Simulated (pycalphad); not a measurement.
**Phase fields of Fe-Ti as a text map**

Source of the numbers: pycalphad with the COST 507 light-alloy database (1999); pressure 1 atm. The database dates from 1999; later assessments differ in places, in temperatures and in the compounds included. Diffusion is slow at the low end, where real alloys seldom reach equilibrium.

Columns run from 0.2 at.% Ti, then 2 to 98 at.% in steps of 2, to 99.8 at.%; rows are temperatures in K.

```
 1985 aaaaaaaaaaaaaaaaaaaaaaaaaaaaaaaaaaaaaaaaaaaaaaaaaaa
 1930 aaaaaaaaaaaaaaaaaaaaaaaaaaaaaaaaaaaaaaaaaaaaaaaaaab
 1875 aaaaaaaaaaaaaaaaaaaaaaaaaaaaaaaaaaaaaaaaaaaaaaaaabc
 1820 aaaaaaaaaaaaaaaaaaaaaaaaaaaaaaaaaaaaaaaaaaaaaaabbcc
 1765 cbaaaaaaaaaaaaaaaaaaaaaaaaaaaaaaaaaaaaaaaaaaaabbbcc
 1710 ccbbaaaaaaaaaaaaaaaaaaaaaaaaaaaaaaaaaaaaaaaaabbbccc
 1655 cccbbaaaaaaaddddeedddddaaaaaaaaaaaaaaaaaaaabbbbcccc
 1600 fcccbbbaaddddddeeeedddddddaaaaaaaaaaaaaaaabbbbccccc
 1545 fccccgggggggggeeeeehhhhhh?iiiiaaaaaaaaaaabbbbcccccc
 1490 fccccgggggggggeeeeehhhhhh?iiiiiiaaaaaaaabbbbccccccc
 1435 fcccggggggggggeeeeehhhhhh?iiiiiiiiaaaabbbbccccccccc
 1380 fcccggggggggggeeeeehhhhhh?iiiiiiiiiaabbbccccccccccc
 1325 fccgggggggggggeeeeehhhhhh?jjjjjjjjjjjjjcccccccccccc
 1270 fccgggggggggggeeeeehhhhhh?jjjjjjjjjjjjjjccccccccccc
 1215 kccgggggggggggeeeeehhhhhh?jjjjjjjjjjjjjjjcccccccccc
 1160 ccggggggggggggeeeeehhhhhh?jjjjjjjjjjjjjjjcccccccccc
 1105 ccgggggggggggggeeehhhhhhh?jjjjjjjjjjjjjjjjccccccccl
 1050 ccgggggggggggggeeehhhhhhh?jjjjjjjjjjjjjjjjcccccclll
  995 cggggggggggggggeeehhhhhhh?jjjjjjjjjjjjjjjjjccccllll
  940 cgggggggggggggggeehhhhhhh?jjjjjjjjjjjjjjjjjccclllll
  885 cgggggggggggggggeehhhhhhh?jjjjjjjjjjjjjjjjjjcllllll
  830 cgggggggggggggggeehhhhhhh?mmmmmmmmmmmmmmmmmmmmmmmmm
  775 cggggggggggggggggehhhhhhh?mmmmmmmmmmmmmmmmmmmmmmmmm
  720 cggggggggggggggggehhhhhhh?mmmmmmmmmmmmmmmmmmmmmmmmm
  665 cggggggggggggggggehhhhhhh?mmmmmmmmmmmmmmmmmmmmmmmmm
  610 gggggggggggggggggehhhhhhh?mmmmmmmmmmmmmmmmmmmmmmmmm
  555 ggggggggggggggggghhhhhhhh?mmmmmmmmmmmmmmmmmmmmmmmmm
  500 ggggggggggggggggghhhhhhhh?mmmmmmmmmmmmmmmmmmmmmmmmm
```

Key: a = liquid; b = bcc + liquid; c = bcc; d = LAVES_C14 + liquid; e = LAVES_C14; f = fcc; g = bcc + LAVES_C14; h = FETI + LAVES_C14; i = FETI + liquid; j = bcc + FETI; k = bcc + fcc; l = bcc + hcp; m = FETI + hcp.

Database names, with the compositions (at.%) that they take in these runs: LAVES_C14: Fe 63-73 Ti 27-37; FETI: Fe 50 Ti 50.
